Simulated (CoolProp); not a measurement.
n-nonane along the isotherm 600 K: density (kg/m³) from the reference equation and from simpler models built on Tc = 594.5 K, pc = 2.282 MPa, ω = 0.443; each cubic takes its own stable root.

Computed with CoolProp (reference Helmholtz-energy equation of state, Lemmon 2006). It is a short technical equation, of lower accuracy than the large ones.

```
p (MPa)          phase  reference
-------  -------------  ---------
0.0361             gas     0.9331
0.0821             gas      2.137
0.187              gas      4.947
0.425              gas      11.70
0.968              gas      29.72
2.2                gas      115.3
5.01     supercritical      417.6
11.4     supercritical      476.4
```

Q: How far does each simpler model (ideal gas, Soave-Redlich-Kwong) lie from the reference over these 8 states: mean and median of the absolute difference, and the worst?

A: 
- ideal gas: mean 23.2 %, median 11.4 %, worst -69.2 % at 600 K and 5.01 MPa
- Soave-Redlich-Kwong: mean 5.2 %, median 0.6 %, worst -18.8 % at 600 K and 5.01 MPa
